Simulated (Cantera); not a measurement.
A perfectly stirred reactor is fed with H₂ : O₂ = 0.14 : 1 (molar parts), at 0.00120 bar; it is held at 1050 K, and followed from long to short residence time.

Model: the H2/O2 subset of GRI-Mech 3.0, which has no nitrogen chemistry, integrated in Cantera. Radical loss at walls, strong at low pressure, is not modelled. The temperature is held fixed by assumption; the heat of reaction is taken as removed at once.

### Question
What does this change do: temperature 1050 to 1375 K?

### Answer
```
quantity                 before    after
----------------------  -------  -------
x(H₂) at τ = 1.30 s     0.00278  0.00352
x(O₂) at τ = 1.30 s       0.836    0.807
x(H) at τ = 1.30 s       0.0169   0.0188
x(H₂O₂) at τ = 1.30 s   1.86e-8  1.34e-8
x(H₂O) at τ = 1.30 s      0.114    0.107
x(H₂) at τ = 93.0 ms    0.00928  0.00539
x(O₂) at τ = 93.0 ms      0.814    0.790
x(H) at τ = 93.0 ms      0.0407   0.0275
x(H₂O₂) at τ = 93.0 ms  2.06e-8  1.38e-8
x(H₂O) at τ = 93.0 ms    0.0915   0.0979
```

### Question
What does this change do: H2 0.14 to 1 parts?

### Answer
| quantity | before | after |
|---|---|---|
| x(H₂) at τ = 1.30 s | 0.00278 | 0.0247 |
| x(O₂) at τ = 1.30 s | 0.836 | 0.324 |
| x(H) at τ = 1.30 s | 0.0169 | 0.0780 |
| x(H₂O₂) at τ = 1.30 s | 1.86e-8 | 6.03e-8 |
| x(H₂O) at τ = 1.30 s | 0.114 | 0.544 |
| x(H₂) at τ = 93.0 ms | 0.00928 | 0.0511 |
| x(O₂) at τ = 93.0 ms | 0.814 | 0.314 |
| x(H) at τ = 93.0 ms | 0.0407 | 0.228 |
| x(H₂O₂) at τ = 93.0 ms | 2.06e-8 | 2.85e-8 |
| x(H₂O) at τ = 93.0 ms | 0.0915 | 0.348 |
